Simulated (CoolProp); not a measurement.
Vapour pressure (MPa) of R1233zd(E): the reference equation beside estimates from Tc = 165.7 °C, pc = 3.583 MPa, ω = 0.304.

Computed with CoolProp (reference Helmholtz-energy equation of state, Akasaka 2022).

```csv
T (°C),reference,Soave-Redlich-Kwong,Peng-Robinson
20.45,0.1105,0.1098,0.1101
27.45,0.1421,0.1416,0.1416
34.35,0.1798,0.1796,0.1791
41.25,0.2248,0.2251,0.2239
48.25,0.2789,0.2799,0.2778
55.15,0.3415,0.3434,0.3402
62.05,0.4142,0.4174,0.4129
69.05,0.4994,0.5042,0.4982
75.95,0.5958,0.6025,0.5948
82.85,0.7056,0.7145,0.7051
89.85,0.8318,0.8434,0.8320
96.75,0.9722,0.9866,0.9733
103.75,1.132,1.150,1.134
110.65,1.308,1.329,1.312
117.55,1.504,1.528,1.510
```

Absolute difference from the reference over all 15 rows, mean and median: Soave-Redlich-Kwong 0.9 and 1.0 %, Peng-Robinson 0.3 and 0.3 %.
